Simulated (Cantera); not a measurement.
Input (Python, Cantera):

```python
import numpy as np
import cantera as ct

gas = ct.Solution("gri30.yaml")
gas.TPX = 775, 39000, {'CH4': 1, 'H2': 0.21, 'O2': 2.26, 'N2': 8.51}
inlet = ct.Reservoir(gas, clone=True)
gas.equilibrate("HP")  # start burning
reactor = ct.IdealGasConstPressureReactor(gas, energy="on", clone=False)
exhaust = ct.Reservoir(gas, clone=True)
tau = [0.03, 0.01, 0.0034, 0.0012, 0.00039, 0.00013, 4.5e-05, 1.5e-05, 5.1e-06][0]
for a, b in ((inlet, reactor), (reactor, exhaust)):
    ct.MassFlowController(a, b, mdot=lambda t: reactor.mass / tau)
net = ct.ReactorNet([reactor])
show = ['CH4', 'H2', 'O2', 'CH2CO', 'CH2']

rows = []
print(f"{'tau/s':>10s}{'T/K':>9s}" + "".join(f"{s:>11s}" for s in show))
for tau in [0.03, 0.01, 0.0034, 0.0012, 0.00039, 0.00013, 4.5e-05, 1.5e-05, 5.1e-06]:
    net.initial_time = 0.0
    net.advance(30 * tau)
    before = gas.X
    net.advance(40 * tau)
    drift = np.max(np.abs(gas.X - before) / (gas.X + 1e-9))
    rows.append([gas.T, *gas[show].X, drift])
    print(f"{tau:10.3e}{gas.T:9.1f}" + "".join(f"{x:11.3e}" for x in gas[show].X))
```

Result:

```
     tau/s      T/K        CH4         H2         O2      CH2CO        CH2
 3.000e-02   2342.9  6.520e-06  8.032e-03  2.178e-02  7.220e-10  3.204e-07
 1.000e-02   2284.5  1.576e-05  1.001e-02  2.444e-02  2.021e-09  6.838e-07
 3.400e-03   2196.0  3.684e-05  1.283e-02  2.770e-02  5.474e-09  1.262e-06
 1.200e-03   2099.4  8.906e-05  1.560e-02  3.098e-02  1.683e-08  2.261e-06
 3.900e-04   2002.4  2.588e-04  1.795e-02  3.495e-02  8.105e-08  4.739e-06
 1.300e-04   1917.8  8.800e-04  1.977e-02  4.182e-02  6.475e-07  1.232e-05
 4.500e-05    775.0  8.347e-02  1.753e-02  1.886e-01 -5.579e-19  7.070e-29
 1.500e-05    775.0  8.347e-02  1.753e-02  1.886e-01  2.428e-23  1.103e-29
 5.100e-06    775.0  8.347e-02  1.753e-02  1.886e-01 -1.124e-26  1.032e-30
```

Detailed kinetics in Cantera: GRI-Mech 3.0 (53 species, 325 reactions).
